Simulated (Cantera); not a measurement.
Ta(OEt)5 + CH4 + H2 + O2 (tantalum, niobium, vanadium and zirconium in process gases)

A closed system holds: 1 mol Ta(OEt)5, 2.4 mol CH4, 92 mol H2, 0.81 mol O2, at 7.50 Torr.

Cantera equilibrium calculation (NASA polynomials, part measured and part estimated; ideal gas, pure solids and liquids). Candidate condensed phases: C, C6H6, C7H8, C8H18, H2O, Ta, TaC, Ta2O5; 113 gas species. The feed counts by its element totals alone. TaC: taken at fixed stoichiometry. Condensed phases not in the tables: Ta2C. Kinetics and transport are ignored.

```
T (°C)   x H2    x CO     x CH4     x H2O      x H    x CO2  n C(graphite)  n Ta2O5(s)  n TaC(s)
------  -----  ------  --------  --------  -------  -------  -------------  ----------  --------
675     0.962  0.0360   0.00159  0.000336  5.14e-9  2.27e-5           8.14       0.500         0
725     0.958  0.0408  0.000896  0.000160  2.11e-8  9.83e-6           7.44       0.392     0.217
775     0.942  0.0570  0.000518  0.000100  7.50e-8  7.22e-6           4.73           0      1.00
825     0.943  0.0571  0.000325   4.94e-5  2.40e-7  2.97e-6           4.75           0      1.00
875     0.943  0.0571  0.000211   2.59e-5  6.96e-7  1.33e-6           4.76           0      1.00
925     0.943  0.0571  0.000143   1.43e-5  1.85e-6  6.34e-7           4.77           0      1.00
975     0.943  0.0571   9.91e-5   8.28e-6  4.53e-6  3.22e-7           4.77           0      1.00
1025    0.943  0.0571   7.08e-5   5.00e-6  1.04e-5  1.73e-7           4.77           0      1.00
1075    0.943  0.0571   5.19e-5   3.14e-6  2.25e-5  9.72e-8           4.77           0      1.00
1125    0.943  0.0571   3.88e-5   2.04e-6  4.59e-5  5.71e-8           4.78           0      1.00
```
x: gas mole fraction; n: condensed amount in mol.

At 675 °C the condensed part is C(graphite) + Ta2O5(s). At 725 °C the condensed part is C(graphite) + TaC(s) + Ta2O5(s). From 775 °C to 1125 °C the condensed part is C(graphite) + TaC(s).
